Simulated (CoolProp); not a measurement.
Saturation properties of carbon dioxide (Tc = 31.0 °C, pc = 73.77 bar, ω = 0.224).

Computed with CoolProp (reference Helmholtz-energy equation of state, Span 1996).

```json
[
 {"T (°C)": "-32.15", "p (bar)": "13.27", "vapour density (kg/m³)": "34.47", "enthalpy of vaporisation (kJ/kg)": "(withheld)", "vapour viscosity (µPa s)": "12.2", "liquid conductivity (mW/(m K))": "147"},
 {"T (°C)": "-28.95", "p (bar)": "14.79", "vapour density (kg/m³)": "38.44", "enthalpy of vaporisation (kJ/kg)": "301.4", "vapour viscosity (µPa s)": "12.4", "liquid conductivity (mW/(m K))": "143"},
 {"T (°C)": "-25.65", "p (bar)": "16.48", "vapour density (kg/m³)": "42.94", "enthalpy of vaporisation (kJ/kg)": "294.6", "vapour viscosity (µPa s)": "12.6", "liquid conductivity (mW/(m K))": "140"},
 {"T (°C)": "-22.35", "p (bar)": "18.31", "vapour density (kg/m³)": "(withheld)", "enthalpy of vaporisation (kJ/kg)": "287.6", "vapour viscosity (µPa s)": "12.8", "liquid conductivity (mW/(m K))": "136"},
 {"T (°C)": "-19.15", "p (bar)": "(withheld)", "vapour density (kg/m³)": "53.14", "enthalpy of vaporisation (kJ/kg)": "280.5", "vapour viscosity (µPa s)": "(withheld)", "liquid conductivity (mW/(m K))": "132"},
 {"T (°C)": "-15.85", "p (bar)": "22.34", "vapour density (kg/m³)": "59.10", "enthalpy of vaporisation (kJ/kg)": "(withheld)", "vapour viscosity (µPa s)": "13.2", "liquid conductivity (mW/(m K))": "128"},
 {"T (°C)": "-12.55", "p (bar)": "24.61", "vapour density (kg/m³)": "65.66", "enthalpy of vaporisation (kJ/kg)": "265.0", "vapour viscosity (µPa s)": "13.5", "liquid conductivity (mW/(m K))": "124"},
 {"T (°C)": "-9.35", "p (bar)": "26.98", "vapour density (kg/m³)": "72.66", "enthalpy of vaporisation (kJ/kg)": "256.9", "vapour viscosity (µPa s)": "13.7", "liquid conductivity (mW/(m K))": "120"},
 {"T (°C)": "-6.05", "p (bar)": "29.59", "vapour density (kg/m³)": "80.64", "enthalpy of vaporisation (kJ/kg)": "248.2", "vapour viscosity (µPa s)": "14.0", "liquid conductivity (mW/(m K))": "116"},
 {"T (°C)": "-2.75", "p (bar)": "32.38", "vapour density (kg/m³)": "89.50", "enthalpy of vaporisation (kJ/kg)": "239.0", "vapour viscosity (µPa s)": "14.3", "liquid conductivity (mW/(m K))": "112"},
 {"T (°C)": "0.45", "p (bar)": "35.27", "vapour density (kg/m³)": "99.05", "enthalpy of vaporisation (kJ/kg)": "229.5", "vapour viscosity (µPa s)": "14.6", "liquid conductivity (mW/(m K))": "109"},
 {"T (°C)": "3.75", "p (bar)": "38.44", "vapour density (kg/m³)": "110.1", "enthalpy of vaporisation (kJ/kg)": "219.1", "vapour viscosity (µPa s)": "15.0", "liquid conductivity (mW/(m K))": "105"}
]
```

Task: What belongs in the gaps?

Result: 
- -32.15, enthalpy of vaporisation (kJ/kg): 307.7
- -22.35, vapour density (kg/m³): 47.89
- -19.15, p (bar): 20.22
- -19.15, vapour viscosity (µPa s): 13.0
- -15.85, enthalpy of vaporisation (kJ/kg): 272.9

Viscosity comes from a separate model (Laesecke 2017). Thermal conductivity comes from a separate model (Huber 2016).
